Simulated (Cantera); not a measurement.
## Premixed flame

A freely propagating, adiabatic, planar premixed flame of CH₄ : O₂ : N₂ = 1 : 2.08 : 7.83 (molar parts), unburnt at 575 K and 9.87 atm; unity-Lewis-number transport, grid criteria slope 0.08 and curve 0.16, no radiation.

Cantera simulation using GRI-Mech 3.0 (53 species, 325 reactions); the numbers are that mechanism's predictions, not measurements. Unity Lewis numbers drop preferential diffusion, which matters most where H2 and H carry the flame. Burning velocities carry a grid error of a few per cent, more on coarse grids.

```csv
z (mm),T (K),u (m/s),x CH₄,x O₂,x N₂O,x HCO,x CO₂,x NO₂
-0.212,577,0.414,0.0916,0.191,<1e-8,<1e-8,4.31e-5,2.35e-8
-0.141,587,0.422,0.0910,0.190,<1e-8,<1e-8,0.000337,1.80e-7
-0.106,615,0.442,0.0894,0.187,1.20e-8,<1e-8,0.00113,5.77e-7
-0.0705,746,0.537,0.0817,0.175,5.27e-8,<1e-8,0.00498,2.05e-6
-0.0353,1209,0.878,0.0528,0.128,2.07e-7,6.30e-8,0.0195,3.35e-6
-0.0176,1616,1.18,0.0263,0.0850,3.51e-7,2.15e-6,0.0333,1.50e-6
0,2028,1.49,0.00329,0.0395,5.30e-7,1.89e-5,0.0501,1.13e-7
0.0176,2192,1.61,4.77e-5,0.0221,7.65e-7,1.60e-6,0.0639,9.48e-8
0.0353,2259,1.65,6.27e-7,0.0177,8.66e-7,7.39e-8,0.0713,1.08e-7
0.0705,2324,1.69,<1e-8,0.0142,8.53e-7,1.77e-8,0.0779,1.10e-7
0.141,2370,1.71,<1e-8,0.0118,7.48e-7,<1e-8,0.0824,1.05e-7
0.282,2392,1.73,<1e-8,0.0105,6.55e-7,<1e-8,0.0847,1.11e-7
0.564,2399,1.73,<1e-8,0.0101,6.25e-7,<1e-8,0.0854,1.44e-7
```
x: mole fraction of selected species; z is measured from the peak of heat release.

```yaml
laminar_burning_velocity: 41.3 cm/s
thermal_thickness: 0.0705 mm
peak x(HCO): 1.89e-5
grid_points: 131
```
